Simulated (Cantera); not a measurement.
Input: 1 mol SiO2, 44 mol H2, at 1302 °C and 0.100 bar.

Method: chemical equilibrium by Gibbs-energy minimisation in Cantera with the NASA 1993 tables (ideal gas, pure condensed phases). Candidate condensed phases: H2O, Si, SiO2; 18 gas species. The tables hold silica as quartz up to 1696 K and as liquid above; real silica turns to tridymite and cristobalite and melts near 1996 K. Kinetics and transport are ignored.

Q: What is the equilibrium state?

A: 
| Item | Value |
|---|---|
| x(H2) | 0.999 |
| x(H2O) | 0.000367 |
| x(SiO) | 0.000367 |
| x(H) | 0.000131 |
| n(SiO2(β-quartz)) | 0.984 mol |
| gas amount | 44.02 mol |
| log10 activity of Si(s) (absent) | -3.43 |
